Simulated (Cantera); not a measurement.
An isothermal, constant-pressure homogeneous reactor starts with CH4 : CO2 = 1 : 0.98 (molar parts), at 1800 K and 21.7 atm.

Cantera simulation using GRI-Mech 3.0 (53 species, 325 reactions); the numbers are that mechanism's predictions, not measurements. The pressure lies above the range GRI-Mech 3.0 was tuned for (to about 10 atm).

x: mole fraction; the columns are a selection and need not sum to one.

| t (s) | x CH4 | x CO2 | x C2H2 | x C2H6 | x CH2O | x CH3 | x CH2CO |
|---|---|---|---|---|---|---|---|
| 0.000700 | 0.180 | 0.298 | 0.0929 | 0.000602 | 1.01e-5 | 0.000484 | 4.20e-5 |
| 0.00247 | 0.0741 | 0.127 | 0.120 | 0.000165 | 8.09e-6 | 0.000239 | 0.000104 |
| 0.00874 | 0.0538 | 0.0690 | 0.0957 | 9.93e-5 | 4.64e-6 | 0.000169 | 7.63e-5 |
| 0.0309 | 0.0541 | 0.0421 | 0.0517 | 8.05e-5 | 2.66e-6 | 0.000149 | 3.08e-5 |
| 0.109 | 0.0443 | 0.0203 | 0.0198 | 4.48e-5 | 2.07e-6 | 0.000110 | 1.11e-5 |
| 0.385 | 0.0285 | 0.00822 | 0.00566 | 1.64e-5 | 2.06e-6 | 6.61e-5 | 4.76e-6 |
| 1.36 | … | … | … | … | 2.16e-6 | … | … |
| 4.81 | … | … | … | … | 2.23e-6 | … | … |
| 17.0 | 0.00601 | 0.000291 | 0.000184 | 6.58e-7 | 2.25e-6 | 1.32e-5 | 8.37e-7 |
| 60.0 | 0.00590 | 0.000265 | 0.000178 | 6.34e-7 | 2.25e-6 | 1.30e-5 | 8.21e-7 |

Q: What belongs in the gaps?

A: 
- 1.36, x CH4: 0.0153
- 1.36, x CO2: 0.00288
- 1.36, x C2H2: 0.00134
- 1.36, x C2H6: 4.45e-6
- 1.36, x CH3: 3.44e-5
- 1.36, x CH2CO: 2.24e-6
- 4.81, x CH4: 0.00818
- 4.81, x CO2: 0.000831
- 4.81, x C2H2: 0.000350
- 4.81, x C2H6: 1.23e-6
- 4.81, x CH3: 1.81e-5
- 4.81, x CH2CO: 1.15e-6
